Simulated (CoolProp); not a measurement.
Saturation properties of CF4 (R14) (Tc = -45.8 °C, pc = 3.762 MPa, ω = 0.178).

The numbers come from the reference Helmholtz-energy equation of state, Platzer 1990 in CoolProp. This equation is an older, rougher fit; its heat capacities, sound speeds and derivatives of the liquid may be far off and weren't checked against measurements.

| T (°C) | p (MPa) | liquid density (kg/m³) | enthalpy of vaporisation (kJ/kg) | vapour viscosity (µPa s) |
|---|---|---|---|---|
| -125.65 | 0.1196 | 1590 | 133.1 | 8.90 |
| -122.55 | 0.1468 | 1574 | 131.4 | 9.12 |
| -119.45 | 0.1786 | 1556 | 129.6 | 9.34 |
| -116.25 | 0.2168 | 1538 | 127.6 | 9.58 |
| -113.15 | 0.2593 | 1521 | 125.7 | 9.81 |
| -110.05 | 0.3079 | 1503 | 123.6 | 10.0 |
| -106.85 | 0.3650 | 1484 | 121.4 | 10.3 |
| -103.75 | 0.4276 | 1465 | 119.2 | 10.6 |
| -100.65 | 0.4978 | 1446 | 116.9 | 10.8 |
| -97.45 | 0.5789 | 1425 | 114.4 | 11.1 |
| -94.35 | 0.6665 | 1405 | 111.9 | 11.4 |
| -91.25 | 0.7636 | 1384 | 109.2 | 11.7 |
| -88.05 | 0.8743 | 1361 | 106.3 | 12.0 |

It boils at -128.0 °C under 1 atm.

Viscosity comes from a separate model (Huber 2003), an estimate that may be off by 10 % or more.
